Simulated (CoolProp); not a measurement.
The fluid at 373.61 K and 0.234 MPa expands adiabatically to 0.0171 MPa with isentropic efficiency 0.9. The same conditions are run with several fluids, on thermodynamics alone (safety and materials aside).

Values from CoolProp's reference Helmholtz-energy equation of state of each fluid (R245ca: Zhou 2016; R141b: Lemmon 2006; cyclopentane: Gedanitz 2015; cis-2-butene: Lemmon 2005; R1336mzz(E): Akasaka 2023).

Q: Rank R245ca, R141b, cyclopentane, cis-2-butene, R1336mzz(E) by work (kJ/kg), highest first.

A: cis-2-butene (114), cyclopentane (91.1), R141b (54.6), R245ca (49.3), R1336mzz(E) (40.5)

```
fluid         final temperature (K)  final density (kg/m³)
------------  ---------------------  ---------------------
R245ca                        320.9                  0.863
R141b                         302.1                  0.801
cyclopentane                  303.3                  0.479
cis-2-butene                  298.6                  0.388
R1336mzz(E)                   323.8                   1.05
```
